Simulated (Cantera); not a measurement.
A perfectly stirred reactor is fed with H2 : O2 = 0.008 : 1 (molar parts), equivalence ratio 0.0040, at 340 Pa; it is held at 1298 K, and followed from long to short residence time.

Computed with Cantera and the H2/O2 subset of GRI-Mech 3.0, which has no nitrogen chemistry. Radical loss at walls, strong at low pressure, is not modelled.

Task: Predict: x(H2) at τ = 1.20 s; x(O2) at τ = 1.20 s; x(H2O2) at τ = 1.20 s; x(H) at τ = 1.20 s; x(O) at τ = 1.20 s; x(H2) at τ = 42.0 ms; x(O2) at τ = 42.0 ms; x(H2O2) at τ = 42.0 ms; x(H) at τ = 42.0 ms; x(O) at τ = 42.0 ms.

Result: 
- x(H2) at τ = 1.20 s = 5.14e-5
- x(O2) at τ = 1.20 s = 0.986
- x(H2O2) at τ = 1.20 s = 3.12e-9
- x(H) at τ = 1.20 s = 0.000180
- x(O) at τ = 1.20 s = 0.00584
- x(H2) at τ = 42.0 ms = 0.000662
- x(O2) at τ = 42.0 ms = 0.985
- x(H2O2) at τ = 42.0 ms = 6.03e-9
- x(H) at τ = 42.0 ms = 0.000315
- x(O) at τ = 42.0 ms = 0.00609
